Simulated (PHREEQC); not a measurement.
A made-up water analysis in mg/L, 25 °C, pH 6.63, pe 11.2:

```json
[
 {"constituent": "Na", "mg/L": "0.412"},
 {"constituent": "K", "mg/L": "0.241"},
 {"constituent": "Ca", "mg/L": "0.861"},
 {"constituent": "Mg", "mg/L": "1.47"},
 {"constituent": "Cl", "mg/L": "1.32"},
 {"constituent": "S(6) as SO4", "mg/L": "5.58"},
 {"constituent": "Alkalinity as HCO3", "mg/L": "2"},
 {"constituent": "Cd", "mg/L": "0.00404"},
 {"constituent": "N(5) as NO3", "mg/L": "0.0302"}
]
```

Valence states are taken as typed.

The numbers come from PHREEQC with the ion-association model, wateq4f.dat.

Each row changes one thing in this solution. Precipitation was switched off in this run.

```tsv
case	HCO3- (mol/kgw)	CO2 (mol/kgw)	MgSO4 (mol/kgw)	CaSO4 (mol/kgw)	MgHCO3+ (mol/kgw)	CaHCO3+ (mol/kgw)	SI of Otavite (CdCO3)	SI of Gypsum (CaSO4:2H2O)
as made	3.29e-5	1.70e-5	6.80e-7	2.06e-7	2.12e-8	8.23e-9	-3.58	-4.41
pH from 6.63 to 6.93 at the same alkalinity	3.28e-5	8.47e-6	6.80e-7	2.06e-7	2.11e-8	8.18e-9	-3.28	-4.41
temperature from 25 to 35 °C at the same typed pH	3.29e-5	1.54e-5	8.64e-7	2.24e-7	2.23e-8	9.28e-9	-3.50	-4.40
Mg from 1.47 to 2.94 mg/L	3.29e-5	1.69e-5	1.31e-6	1.98e-7	4.19e-8	8.12e-9	-3.59	-4.42
N(5) from 0.0302 to 0.0604 mg/L	3.29e-5	1.70e-5	6.80e-7	2.06e-7	2.12e-8	8.23e-9	-3.58	-4.41
all concentrations times 2 at the same typed pH	6.56e-5	3.36e-5	2.50e-6	7.58e-7	8.11e-8	3.14e-8	-3.00	-3.84
```

Species that the database lacks are ignored.
